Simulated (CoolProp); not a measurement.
R21 at several states: fugacity coefficient from the reference equation and from simpler models built on Tc = 179.6 °C, pc = 52.89 bar, ω = 0.206; each cubic takes its own stable root.

Computed with CoolProp (reference Helmholtz-energy equation of state, Platzer 1990). This equation is an older, rougher fit; its heat capacities, sound speeds and derivatives of the liquid may be far off and weren't checked against measurements.

```csv
T (°C),p (bar),phase,reference,van der Waals,Redlich-Kwong,Peng-Robinson
118.65,0.72,gas,0.9924,0.9943,0.9930,0.9921
136.95,6.29,gas,0.9435,0.9554,0.9467,0.9402
127.25,9.88,gas,0.9036,0.9259,0.9107,0.9000
-45.75,5.92,liquid,0.01143,0.2519,0.02186,0.01225
```
